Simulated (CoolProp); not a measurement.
Hydrogen chloride at several states: Z from the reference equation and from simpler models built on Tc = 51.5 °C, pc = 8314 kPa, ω = 0.130; each cubic takes its own stable root.

The numbers come from the reference Helmholtz-energy equation of state, Thol 2018 in CoolProp.

```csv
T (°C),p (kPa),phase,reference
207.95,2920,gas,0.9629
208.55,558,gas,0.9928
-69.75,24000,liquid,0.4385
59.75,19.6,gas,0.9992
```

How far does each simpler model (Redlich-Kwong, Soave-Redlich-Kwong, Peng-Robinson) lie from the reference over these 4 states: mean and median of the absolute difference, and the worst?


- Redlich-Kwong: mean 3.6 %, median 0.1 %, worst +14.3 % at -69.75 °C and 24000 kPa
- Soave-Redlich-Kwong: mean 3.6 %, median 0.5 %, worst +13.4 % at -69.75 °C and 24000 kPa
- Peng-Robinson: mean 0.2 %, median 0.0 %, worst +0.8 % at -69.75 °C and 24000 kPa
